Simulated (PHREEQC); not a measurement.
Dissolve 0.026 mol HF, 0.00021 mol NH4HF2, 0.036 mol (NH4)2SiF6 and 0.032 mol HCl per kg of water at 3.5 °C. Closed to the air; pH follows from the charge balance.

All values are PHREEQC results (ion-association model, phreeqc.dat), not measurements.

```
Quantity                 Result
----------------  -------------
pH                         1.57
ionic strength    0.141 mol/kgw
density             1.005 g/cm³
total alkalinity    -202 meq/kg
```

```
species  molality  activity   log γ
-------  --------  --------  ------
NH4+       0.0722    0.0521  -0.142
SiF6-2     0.0360    0.0125  -0.460
H+         0.0331    0.0270  -0.088
Cl-        0.0320    0.0239  -0.126
HF         0.0250    0.0258   0.014
F-        0.00124  0.000921  -0.130
HF2-      9.43e-5   7.26e-5  -0.114
H4SiO4    2.87e-9   2.96e-9   0.014
```

Precipitation was switched off in this run. Constants without temperature data keep their 25 °C values here. SiF6-2 is the database's only silicon fluoride.
